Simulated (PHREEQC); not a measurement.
# Phosphoric acid bath (model solution)

Solution (90 °C): 0.026 mol/kgw KH2PO4 and 0.0095 mol/kgw HCl. Closed to the air; pH follows from the charge balance.

The numbers come from PHREEQC with the ion-association model, phreeqc.dat.

| Item | Result |
|---|---|
| pH | 2.76 |
| ionic strength | 0.0280 mol/kgw |
| specific conductance | 9830 µS/cm |
| total alkalinity | -9.50 meq/kg |

```
species  molality  activity   log γ
-------  --------  --------  ------
K+         0.0260    0.0216  -0.081
H2PO4-     0.0185    0.0156  -0.075
Cl-       0.00950   0.00789  -0.081
H3PO4     0.00748   0.00753   0.003
H+        0.00202   0.00174  -0.065
HPO4-2    1.51e-6   7.51e-7  -0.305
```

This is a speciation only: nothing precipitates in the calculation. Species that the database lacks are ignored. At this temperature some constants are extrapolated from 25 °C, and those without enthalpy data are left unchanged.
